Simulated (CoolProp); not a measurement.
Properties of toluene along the isotherm 336.95 °C (Tc = 318.6 °C, pc = 4.126 MPa, ω = 0.266).

Computed with CoolProp (reference Helmholtz-energy equation of state, Lemmon 2006). It is a short technical equation, of lower accuracy than the large ones.

```tsv
p (MPa)	phase	speed of sound (m/s)	isothermal compressibility (1/MPa)	expansivity (1/kK)	Prandtl number	fugacity coefficient
0.00652	gas	239.6	153.5	1.642	0.710	0.9995
0.0134	gas	239.5	74.71	1.645	0.711	0.9989
0.0275	gas	239.2	36.44	1.651	0.711	0.9978
0.0565	gas	238.7	17.78	1.664	0.711	0.9955
0.116	gas	237.7	8.703	1.691	0.712	0.9907
0.238	gas	235.5	4.286	1.748	0.715	0.9809
0.489	gas	230.9	2.133	1.876	0.721	0.9610
1	gas	221.1	1.097	2.189	0.735	0.9209
2.06	gas	198.5	0.6110	3.203	0.779	0.8397
```

Viscosity comes from a separate model (Avgeri 2015). Thermal conductivity comes from a separate model (Assael 2012).
